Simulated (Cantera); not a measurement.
A Cantera script and what it prints.

```python
import numpy as np
import cantera as ct

gas_names = [...]  # 58 gases of nasa_gas.yaml made of F, H, N, O, Si
cond_names = """
    H2O(s) H2O(L) Si(cr) Si(L) SiO2(Lqz) SiO2(hqz) SiO2(L) Si2N2O(s) Si3N4(a)
""".split()


# ... load() reads the species with a 1 bar reference pressure and builds the phases ...
atoms = {
    'SiO2': {'Si': 1, 'O': 2},
    'HF': {'H': 1, 'F': 1},
    'N2': {'N': 2},
}
top_T = {'Si2N2O(s)': 2100, 'Si3N4(a)': 2400}  # K; cautious upper limits of use, not melting points


# ... equilibrate(T, P, feed) seeds the gas with the atoms and calls Mixture.equilibrate('TP', solver="vcs", rtol=1e-11, max_steps=5000) ...
results = []
feed = {'SiO2': 1, 'HF': 5.8, 'N2': 1.6}  # mol
T = 1275  # K
P = 460  # Pa
mix = equilibrate(T, P, feed)
results.append((T, P, feed, dict(zip(mix.species_names, mix.species_moles))))
print(gas.report(threshold=0.001))
for i in range(1, mix.n_phases):
    print(f"{mix.phase(i).name:16s} {mix.phase_moles(i):12.5e} mol")
```

It prints:

```
       temperature   1275 K
          pressure   460 Pa
           density   0.0010816 kg/m^3
  mean mol. weight   24.926 kg/kmol
   phase of matter   gas

                          1 kg             1 kmol
                     ---------------   ---------------
          enthalpy       -9.1702e+06       -2.2857e+08  J
   internal energy       -9.5955e+06       -2.3917e+08  J
           entropy             11375        2.8354e+05  J/K
    Gibbs function       -2.3674e+07       -5.9009e+08  J
 heat capacity c_p            1437.8             35838  J/K
 heat capacity c_v            1104.2             27524  J/K

                      mass frac. Y      mole frac. X     chem. pot. / RT
                     ---------------   ---------------   ---------------
                HF            0.5285           0.65845           -54.833
               H2O          0.056309          0.077911           -56.424
                N2           0.25247           0.22464           -32.402
              SiF4            0.1627          0.038966           -202.31
     [  +54 minor]         1.671e-05        3.3583e-05

Si(cr)            0.00000e+00 mol
SiO2(hqz)         7.22462e-01 mol
Si2N2O(s)         0.00000e+00 mol
Si3N4(a)          0.00000e+00 mol
```

These are equilibrium values from Cantera (NASA tables, ideal gas, pure condensed phases), not measurements of a reactor. The tables hold silica as quartz up to 1696 K and as liquid above; real silica turns to tridymite and cristobalite and melts near 1996 K.
